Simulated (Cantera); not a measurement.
## Thermodynamics of carbon deposition, reforming and gasification, feed C₃H₈ + CO₂

Feed: 1 mol C₃H₈, 0.46 mol CO₂, held at 1.00 bar.

Equilibrium computed with Cantera from the NASA thermochemical tables; the gas is ideal and each condensed phase is pure. Candidate condensed phases: C, C₆H₆, C₇H₈, C₈H₁₈, H₂O; 131 gas species. Ions and electrons are included (thermal ionisation). Equilibrium is a limit: real reactors are often held back by kinetics, nucleation or transport.

From 2727 °C to 3227 °C the condensed part is C(graphite). From 3477 °C to 4727 °C nothing is condensed. The main C-bearing gas is CO at 2727 °C and C at 4727 °C.

| T (°C) | log p H | log p H₂ | log p CO | log p C | log p C₂H₂ (acetylene) | log p C₃ | log p C₂H | log p C₂ | n C(graphite) |
|---|---|---|---|---|---|---|---|---|---|
| 2727 | -0.89 | -0.18 | -0.76 | -4.30 | -1.39 | -3.51 | -2.86 | -4.50 | 2.07 |
| 2977 | -0.63 | -0.28 | -0.79 | -3.34 | -1.20 | -2.44 | -2.17 | -3.41 | 1.59 |
| 3227 | -0.45 | -0.45 | -0.84 | -2.53 | -1.12 | -1.53 | -1.62 | -2.49 | 0.366 |
| 3477 | -0.31 | -0.62 | -0.91 | -2.00 | -1.43 | -1.29 | -1.52 | -2.04 | 0 |
| 3727 | -0.22 | -0.84 | -0.96 | -1.61 | -1.91 | -1.28 | -1.60 | -1.79 | 0 |
| 3977 | -0.17 | -1.10 | -1.00 | -1.29 | -2.46 | -1.37 | -1.77 | -1.63 | 0 |
| 4227 | -0.15 | -1.38 | -1.03 | -1.05 | -3.07 | -1.55 | -2.01 | -1.56 | 0 |
| 4477 | -0.15 | -1.66 | -1.06 | -0.87 | -3.73 | -1.84 | -2.33 | -1.58 | 0 |
| 4727 | -0.15 | -1.92 | -1.08 | -0.77 | -4.44 | -2.26 | -2.73 | -1.71 | 0 |
log p: log10 of the partial pressure in bar; n: condensed amount in mol.
